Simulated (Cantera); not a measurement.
An isothermal, constant-pressure homogeneous reactor starts with 1.75 % H2, 97.5 % O2, 0.760 % N2, equivalence ratio 0.0090, at 975 K and 20.0 Torr.

Model: GRI-Mech 3.0 (53 species, 325 reactions), integrated in Cantera. Radical loss at walls, strong at low pressure, is not modelled.

x: mole fraction; the columns are a selection and need not sum to one.

| t (s) | x H2 | x O2 | x O | x H2O | x H2O2 |
|---|---|---|---|---|---|
| 0.000900 | 0.0175 | 0.975 | 4.79e-10 | 5.02e-10 | <1e-12 |
| 0.00181 | 0.0175 | 0.975 | … | 7.19e-9 | <1e-12 |
| 0.00366 | 0.0175 | 0.975 | … | 8.20e-7 | 3.46e-12 |
| 0.00738 | 0.0122 | 0.971 | … | 0.00432 | 2.72e-7 |
| 0.0149 | 0.000335 | 0.970 | … | 0.0168 | 1.40e-7 |
| 0.0300 | 5.40e-5 | 0.973 | … | 0.0175 | 7.07e-8 |
| 0.0605 | 1.39e-5 | 0.974 | … | 0.0176 | 5.55e-8 |
| 0.122 | 3.72e-6 | 0.974 | … | 0.0177 | 4.35e-8 |
| 0.246 | 9.70e-7 | 0.975 | … | 0.0177 | 3.05e-8 |
| 0.496 | 2.46e-7 | 0.975 | … | 0.0177 | 1.88e-8 |
| 1.00 | 6.26e-8 | 0.975 | … | 0.0177 | 1.03e-8 |

Task: Some entries are withheld; supply them.

Result: 
- 0.00181, x O: 5.62e-9
- 0.00366, x O: 6.17e-7
- 0.00738, x O: 0.00260
- 0.0149, x O: 0.00387
- 0.0300, x O: 0.00136
- 0.0605, x O: 0.000420
- 0.122, x O: 0.000118
- 0.246, x O: 3.24e-5
- 0.496, x O: 9.16e-6
- 1.00, x O: 2.81e-6
